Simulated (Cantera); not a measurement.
A closed system holds: 1 mol TiO₂, a varied amount of CH₄, 0.014 mol CO, at 825 °C and 0.460 bar.

Method: chemical equilibrium by Gibbs-energy minimisation in Cantera with the NASA 1993 tables (ideal gas, pure condensed phases). Candidate condensed phases: C, C₆H₆, C₇H₈, C₈H₁₈, H₂O, Ti, TiC, TiO, TiO₂, Ti₂O₃, Ti₃O₅, Ti₄O₇; 113 gas species. Mutual solubility and eutectic melting of coexisting phases are not modelled. Condensed phases not in the tables: Magnéli phases beyond Ti₄O₇. The numbers say what is thermodynamically allowed, not how fast it happens.

x: gas mole fraction; n: condensed amount in mol.

| n(CH₄) (mol) | x H₂ | x CO | x CH₄ | x H₂O | x CO₂ | x C₂H₄ | n C(graphite) | n TiO₂(rutile) | n Ti₄O₇(s) |
|---|---|---|---|---|---|---|---|---|---|
| 0.31 | 0.962 | 0.0215 | 0.0155 | 0.000874 | 1.94e-5 | 3.78e-7 | 0.301 | 1.00 | 0 |
| 0.68 | 0.974 | [?] | 0.0159 | [?] | [?] | 3.87e-7 | [?] | 1.00 | 0 |
| 1.1 | 0.976 | 0.00729 | 0.0160 | 0.000300 | 2.23e-6 | 3.89e-7 | 1.06 | 0.990 | 0.00257 |
| 1.4 | 0.976 | 0.00729 | 0.0160 | 0.000300 | 2.23e-6 | 3.89e-7 | 1.35 | 0.972 | 0.00709 |
| 1.8 | 0.976 | 0.00729 | 0.0160 | 0.000300 | 2.23e-6 | 3.89e-7 | [?] | 0.948 | [?] |
| 2.2 | 0.976 | 0.00729 | 0.0160 | 0.000300 | 2.23e-6 | 3.89e-7 | 2.11 | 0.923 | 0.0191 |
| 2.6 | 0.976 | 0.00729 | 0.0160 | 0.000300 | 2.23e-6 | 3.89e-7 | 2.49 | 0.899 | 0.0252 |

### Question
Fill in the missing entries.

### Answer

- 1.8, n C(graphite): 1.73
- 1.8, n Ti₄O₇(s): 0.0131
- 0.68, x CO: 0.00994
- 0.68, x H₂O: 0.000408
- 0.68, x CO₂: 4.14e-6
- 0.68, n C(graphite): 0.659
